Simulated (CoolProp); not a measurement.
The fluid at 491.9 K and 1.35 MPa flows at 2.7 m/s in a round tube of 12.7 mm bore and 0.25 µm roughness, fully developed (64/Re and Nu = 3.66 if laminar; Colebrook and Gnielinski if turbulent). The same conditions are run with several fluids, on thermodynamics alone (safety and materials aside).

Model: reference Helmholtz-energy equation of state of each fluid (R141b: Lemmon 2006; R152A: Outcalt 1996; R410A: Lemmon 2003; R11: Jacobsen 1992; ammonia: Gao 2020), in CoolProp. Blends and air are pseudo-pure fits.

| fluid | Reynolds number | Darcy friction factor | pressure drop (Pa/m) | heat-transfer coefficient (W/(m² K)) | mass flow (kg/h) |
|---|---|---|---|---|---|
| R141b | 95100 | 0.0183 | 226 | 343 | 53.0 |
| R152A | 43200 | 0.0217 | 142 | 268 | 28.1 |
| R410A | 39800 | 0.0221 | 156 | 216 | 30.3 |
| R11 | 100000 | 0.0181 | 260 | 247 | 61.7 |
| ammonia | 11200 | 0.0300 | 49.5 | 147 | 7.08 |

Transport values come from each fluid's own correlations; those of R141b, R152A, R11 are estimates that may be off by 10 % or more.
